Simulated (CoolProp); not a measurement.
Saturation properties of carbon dioxide.

Computed with CoolProp (reference Helmholtz-energy equation of state, Span 1996).

```json
[
 {"T (°C)": "-49.45", "p (MPa)": "0.6977", "vapour density (kg/m³)": "18.31", "vapour viscosity (µPa s)": "11.2"},
 {"T (°C)": "-46.05", "p (MPa)": "0.7986", "vapour density (kg/m³)": "20.87", "vapour viscosity (µPa s)": "11.4"},
 {"T (°C)": "-42.55", "p (MPa)": "0.9134", "vapour density (kg/m³)": "23.79", "vapour viscosity (µPa s)": "11.6"},
 {"T (°C)": "-39.15", "p (MPa)": "1.036", "vapour density (kg/m³)": "26.94", "vapour viscosity (µPa s)": "11.8"},
 {"T (°C)": "-35.75", "p (MPa)": "1.171", "vapour density (kg/m³)": "30.40", "vapour viscosity (µPa s)": "12.0"},
 {"T (°C)": "-32.35", "p (MPa)": "1.318", "vapour density (kg/m³)": "34.23", "vapour viscosity (µPa s)": "12.2"},
 {"T (°C)": "-28.85", "p (MPa)": "1.484", "vapour density (kg/m³)": "38.57", "vapour viscosity (µPa s)": "12.4"},
 {"T (°C)": "-25.45", "p (MPa)": "1.659", "vapour density (kg/m³)": "43.23", "vapour viscosity (µPa s)": "12.6"},
 {"T (°C)": "-22.05", "p (MPa)": "1.848", "vapour density (kg/m³)": "48.36", "vapour viscosity (µPa s)": "12.8"},
 {"T (°C)": "-18.55", "p (MPa)": "2.059", "vapour density (kg/m³)": "54.18", "vapour viscosity (µPa s)": "13.0"},
 {"T (°C)": "-15.15", "p (MPa)": "2.281", "vapour density (kg/m³)": "60.44", "vapour viscosity (µPa s)": "13.3"},
 {"T (°C)": "-11.75", "p (MPa)": "2.519", "vapour density (kg/m³)": "67.35", "vapour viscosity (µPa s)": "13.5"}
]
```

Viscosity comes from a separate model (Laesecke 2017).
